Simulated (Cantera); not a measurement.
A closed system holds: 1 mol SiO2, 3.1 mol NF3, 3.6 mol H2, held at 925 °C.

Cantera equilibrium calculation (NASA polynomials, part measured and part estimated; ideal gas, pure solids and liquids). Candidate condensed phases: H2O, Si, SiO2, Si2N2O, Si3N4; 58 gas species. The tables hold silica as quartz up to 1696 K and as liquid above; real silica turns to tridymite and cristobalite and melts near 1996 K. Equilibrium is a limit: real reactors are often held back by kinetics, nucleation or transport.

Problem. What share of the Si ends up in condensed phases as a function of P (Pa), at 1, 6.80, 46, 320, 2200, 15000, 100000?

Solution. 
```csv
P (Pa),Si condensed (%),as
1,45.0,SiO2(β-quartz)
6.80,41.4,SiO2(β-quartz)
46,33.8,SiO2(β-quartz)
320,19.8,SiO2(β-quartz)
2200,0.0,-
15000,0.0,-
100000,0.0,-
```
